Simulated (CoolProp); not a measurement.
Ethylbenzene along the isotherm 346.85 °C: Z from the reference equation and from simpler models built on Tc = 344.0 °C, pc = 3.622 MPa, ω = 0.304; each cubic takes its own stable root.

Values from CoolProp's reference Helmholtz-energy equation of state, Zhou 2012.

```csv
p (MPa),phase,reference,van der Waals,Redlich-Kwong,Peng-Robinson
1.21,gas,0.8727,0.8924,0.8783,0.8665
2.41,gas,0.7132,0.7548,0.7274,0.7058
3.62,gas,0.4119,0.4765,0.4464,0.4272
4.83,supercritical,0.2175,0.3263,0.2744,0.2498
6.04,supercritical,0.2538,0.3764,0.3109,0.2815
7.24,supercritical,0.2923,0.4297,0.3511,0.3170
8.45,supercritical,0.3313,0.4839,0.3921,0.3536
9.66,supercritical,0.3702,0.5379,0.4330,0.3901
10.9,supercritical,0.4097,0.5927,0.4745,0.4273
12.1,supercritical,0.4475,0.6454,0.5143,0.4629
13.3,supercritical,0.4850,0.6976,0.5536,0.4981
14.5,supercritical,0.5222,0.7493,0.5924,0.5329
15.7,supercritical,0.5590,0.8006,0.6309,0.5675
16.9,supercritical,0.5956,0.8515,0.6689,0.6016
18.1,supercritical,0.6318,0.9021,0.7067,0.6355
```
